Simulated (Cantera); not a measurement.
Cantera run:

```python
import numpy as np
import cantera as ct

gas_names = [...]  # 130 gases of nasa_gas.yaml made of C, H, Mg, O, S
cond_names = """
    C(gr) C6H6(L) C7H8(L) C8H18(L),n-octa H2O(s) H2O(L) H2SO4(L) Mg(cr) Mg(L) MgCO3(s) MgO(s) MgO(L)
    MgO2H2(s) MgS(s) MgSO4(s) MgSO4(L) S(cr1) S(cr2) S(L)
""".split()


# ... load() reads the species with a 1 bar reference pressure and builds the phases ...
atoms = {
    'MgCO3': {'Mg': 1, 'C': 1, 'O': 3},
    'H2S': {'H': 2, 'S': 1},
    'H2O': {'H': 2, 'O': 1},
}
top_T = {'C(gr)': 4500, 'MgS(s)': 2250}  # K; cautious upper limits of use, not melting points


# ... equilibrate(T, P, feed) seeds the gas with the atoms and calls Mixture.equilibrate('TP', solver="vcs", rtol=1e-11, max_steps=5000) ...
results = []
feed = {'MgCO3': 1, 'H2S': 4.2, 'H2O': 0.94}  # mol
P = 13332.2  # Pa
for T in [698, 798, 898, 998, 1098, 1198, 1298, 1398, 1498, 1598, 1698, 1798, 1898]:
    mix = equilibrate(T, P, feed)
    results.append((T, P, feed, dict(zip(mix.species_names, mix.species_moles))))
    x = sorted(zip(gas.X, gas.species_names), reverse=True)
    print(f"T = {T:g} K  P = {P:g} Pa  gas = {mix.phase_moles(0):.4g} mol")
    print("   x: " + "  ".join(f"{s} {v:.3e}" for v, s in x if v > 0.0001))
    print("   condensed (mol): " + ("  ".join(f"{mix.phase(i).name} {mix.phase_moles(i):.4g}"
          for i in range(1, mix.n_phases) if mix.phase_moles(i) > 1e-12) or "none"))
```

Output:

```
T = 698 K  P = 13332.2 Pa  gas = 6.151 mol
   x: H2S 6.768e-01  CO2 1.597e-01  H2O 1.557e-01  H2 3.157e-03  COS 2.521e-03  S2 1.742e-03  CO 3.376e-04
   condensed (mol): MgO(s) 1
T = 798 K  P = 13332.2 Pa  gas = 6.181 mol
   x: H2S 6.613e-01  H2O 1.595e-01  CO2 1.544e-01  H2 1.078e-02  S2 6.591e-03  COS 4.917e-03  CO 2.438e-03
   condensed (mol): MgO(s) 1
T = 898 K  P = 13332.2 Pa  gas = 6.256 mol
   x: H2S 6.267e-01  H2O 1.677e-01  CO2 1.425e-01  H2 2.724e-02  S2 1.855e-02  CO 9.957e-03  COS 7.315e-03
   condensed (mol): MgO(s) 1
T = 998 K  P = 13332.2 Pa  gas = 6.4 mol
   x: H2S 5.664e-01  H2O 1.812e-01  CO2 1.220e-01  H2 5.551e-02  S2 4.054e-02  CO 2.582e-02  COS 8.324e-03  CS2 1.357e-04
   condensed (mol): MgO(s) 1
T = 1098 K  P = 13332.2 Pa  gas = 6.614 mol
   x: H2S 4.841e-01  H2O 1.969e-01  CO2 9.626e-02  H2 9.605e-02  S2 7.137e-02  CO 4.727e-02  COS 7.530e-03  SH 1.511e-04  CS2 1.405e-04  SO2 1.177e-04
   condensed (mol): MgO(s) 1
T = 1198 K  P = 13332.2 Pa  gas = 6.873 mol
   x: H2S 3.920e-01  H2O 2.101e-01  H2 1.456e-01  S2 1.061e-01  CO2 7.171e-02  CO 6.786e-02  COS 5.817e-03  SH 4.481e-04  SO2 2.459e-04  CS2 1.123e-04
   condensed (mol): MgO(s) 1
T = 1298 K  P = 13332.2 Pa  gas = 7.144 mol
   x: H2S 3.032e-01  H2O 2.181e-01  H2 1.977e-01  S2 1.393e-01  CO 8.338e-02  CO2 5.241e-02  COS 4.117e-03  SH 1.064e-03  SO2 4.745e-04  S2O 1.574e-04
   condensed (mol): MgO(s) 1
T = 1398 K  P = 13332.2 Pa  gas = 7.395 mol
   x: H2 2.459e-01  H2S 2.267e-01  H2O 2.214e-01  S2 1.674e-01  CO 9.346e-02  CO2 3.891e-02  COS 2.816e-03  SH 2.128e-03  SO2 8.642e-04  S2O 2.376e-04  SO 1.315e-04
   condensed (mol): MgO(s) 1
T = 1498 K  P = 13332.2 Pa  gas = 7.607 mol
   x: H2 2.860e-01  H2O 2.214e-01  S2 1.887e-01  H2S 1.664e-01  CO 9.960e-02  CO2 2.990e-02  SH 3.734e-03  COS 1.925e-03  SO2 1.506e-03  SO 3.591e-04  S2O 3.356e-04
   condensed (mol): MgO(s) 1
T = 1598 K  P = 13332.2 Pa  gas = 7.776 mol
   x: H2 3.172e-01  H2O 2.193e-01  S2 2.034e-01  H2S 1.215e-01  CO 1.034e-01  CO2 2.385e-02  SH 5.927e-03  SO2 2.512e-03  COS 1.338e-03  SO 8.690e-04  S2O 4.496e-04  S 1.463e-04
   condensed (mol): MgO(s) 1
T = 1698 K  P = 13332.2 Pa  gas = 7.909 mol
   x: H2 3.409e-01  H2O 2.153e-01  S2 2.123e-01  CO 1.059e-01  H2S 8.927e-02  CO2 1.961e-02  SH 8.719e-03  SO2 3.984e-03  SO 1.893e-03  COS 9.532e-04  S2O 5.743e-04  S 3.915e-04  H 2.312e-04
   condensed (mol): MgO(s) 1
T = 1798 K  P = 13332.2 Pa  gas = 8.016 mol
   x: H2 3.592e-01  S2 2.163e-01  H2O 2.092e-01  CO 1.076e-01  H2S 6.644e-02  CO2 1.644e-02  SH 1.209e-02  SO2 5.955e-03  SO 3.746e-03  S 9.309e-04  S2O 7.006e-04  COS 6.965e-04  H 5.779e-04
   condensed (mol): MgO(s) 0.9999
T = 1898 K  P = 13332.2 Pa  gas = 8.11 mol
   x: H2 3.739e-01  S2 2.162e-01  H2O 2.010e-01  CO 1.089e-01  H2S 5.023e-02  SH 1.601e-02  CO2 1.393e-02  SO2 8.343e-03  SO 6.792e-03  S 2.004e-03  H 1.309e-03  S2O 8.165e-04  COS 5.209e-04
   condensed (mol): MgO(s) 0.9995
```

Method: chemical equilibrium by Gibbs-energy minimisation in Cantera with the NASA 1993 tables (ideal gas, pure condensed phases). Gases not in the tables: S3 to S7.
